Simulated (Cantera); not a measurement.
# Gas-phase reforming

An isothermal, constant-pressure homogeneous reactor starts with CH4 : H2O = 1 : 1.1 (molar parts), at 2098 K and 9.30 bar.

Computed with Cantera and GRI-Mech 3.0 (53 species, 325 reactions).

```tsv
t (s)	x CH4	x H2O	x C2H4	x CO	x H2	x O	x CH2CO
0.000100	0.0560	0.342	0.00272	0.0218	0.449	2.55e-8	0.000163
0.000267	0.0323	0.297	0.00234	0.0445	0.503	2.24e-8	0.000132
0.000715	0.0243	0.233	0.00195	0.0849	0.557	1.86e-8	8.16e-5
0.00191	0.0182	0.158	0.00136	0.138	0.618	1.40e-8	3.70e-5
0.00511	0.0119	0.0937	0.000743	0.187	0.671	9.42e-9	1.26e-5
0.0137	0.00670	0.0520	0.000297	0.220	0.706	5.78e-9	3.51e-6
0.0366	0.00301	0.0311	7.04e-5	0.236	0.724	3.65e-9	8.87e-7
0.0978	0.000652	0.0238	3.74e-6	0.242	0.731	2.83e-9	1.37e-7
0.261	1.45e-5	0.0229	2.24e-9	0.242	0.732	2.72e-9	2.77e-9
0.699	8.36e-6	0.0229	7.69e-10	0.242	0.732	2.72e-9	1.59e-9
1.87	8.36e-6	0.0229	7.69e-10	0.242	0.732	2.72e-9	1.59e-9
5.00	8.36e-6	0.0229	7.69e-10	0.242	0.732	2.72e-9	1.59e-9
```
x: mole fraction; the columns are a selection and need not sum to one.

Equilibrium at this temperature and pressure: CH4 9.50e-6, H2O 0.0229, C2H4 9.43e-10, CO 0.242, H2 0.732, O 2.72e-9, CH2CO 1.81e-9 (gas phase only).
